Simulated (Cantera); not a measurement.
# Equilibrium for boron, boron nitride and boron oxide: BF3 + O2 + H2

A closed system holds: 1 mol BF3, 5.5 mol O2, a varied amount of H2, equilibrated at 2250 K and 4.40 mbar.

Cantera equilibrium calculation (NASA polynomials, part measured and part estimated; ideal gas, pure solids and liquids). Candidate condensed phases: B, B2O3, B3O3H3, H2O; 43 gas species. The tables' values for BF2 are old estimates; treat these amounts as uncertain. Equilibrium is a limit: real reactors are often held back by kinetics, nucleation or transport.

From 0.14 mol H2 to 29 mol H2 nothing is condensed. The main B-bearing gas is BF3 at 0.14 mol H2 and HBO2 at 29 mol H2.

```tsv
n(H2) (mol)	x O2	x H2	x H2O	x HF	x BOF	x F	x H	x BF3	x O	x OH	x HBO2
0.14	0.695	2.65e-9	9.45e-8	0.0381	0.0609	0.0841	5.76e-6	0.0750	0.0464	3.09e-5	6.44e-8
0.28	0.676	1.49e-8	5.25e-7	0.0748	0.0720	0.0695	1.37e-5	0.0614	0.0457	7.23e-5	2.15e-7
0.54	0.641	1.16e-7	3.97e-6	0.139	0.0925	0.0464	3.81e-5	0.0362	0.0445	0.000196	1.12e-6
1	0.587	2.72e-5	0.000893	0.239	0.120	0.00520	0.000584	0.000616	0.0426	0.00288	0.000192
2	0.487	0.00266	0.0795	0.246	0.0948	0.000542	0.00577	5.78e-6	0.0388	0.0259	0.0131
4	0.333	0.00955	0.236	0.237	0.0659	0.000275	0.0109	1.25e-6	0.0321	0.0406	0.0280
7.7	0.135	0.0292	0.458	0.210	0.0404	0.000140	0.0191	3.12e-7	0.0204	0.0451	0.0375
15	0.00291	0.218	0.503	0.147	0.0219	3.58e-5	0.0522	7.54e-8	0.00300	0.0181	0.0319
29	0.000162	0.518	0.282	0.0808	0.0116	1.27e-5	0.0806	2.15e-8	0.000708	0.00660	0.0173
```
x: gas mole fraction; nothing condenses.
